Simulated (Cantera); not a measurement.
**Transport properties of process gases**

Gas mixture: 100 % CO2, at 0.770 bar, frozen composition.

Cantera's kinetic-theory transport with the Lennard-Jones parameters of GRI-Mech 3.0, ideal gas; thermal conductivity in the multicomponent form.

| T (K) | ρ (kg/m³) | cp (J/kg/K) | μ (µPa s) | λ (mW/m/K) | Pr | D (cm²/s) H2 | D (cm²/s) N2 | D (cm²/s) O |
|---|---|---|---|---|---|---|---|---|
| 400 | 1.02 | 937.9 | 19.8 | 25.3 | 0.733 | 1.44 | 0.351 | 0.560 |
| 550 | 0.741 | 1047 | 26.0 | 37.1 | 0.733 | 2.48 | 0.615 | 0.978 |
| 700 | 0.582 | 1127 | 31.5 | 48.4 | 0.733 | 3.73 | 0.934 | 1.48 |
| 850 | 0.479 | 1187 | 36.4 | 59.0 | 0.732 | 5.16 | 1.30 | 2.06 |
| 1000 | 0.408 | 1234 | 41.0 | 69.2 | 0.732 | 6.76 | 1.71 | 2.71 |
| 1150 | 0.354 | 1269 | 45.2 | 78.6 | 0.731 | 8.54 | 2.17 | 3.42 |
| 1300 | 0.314 | 1298 | 49.3 | 87.6 | 0.730 | 10.5 | 2.66 | 4.20 |
D: mixture-averaged diffusion coefficient of that species in the mixture.
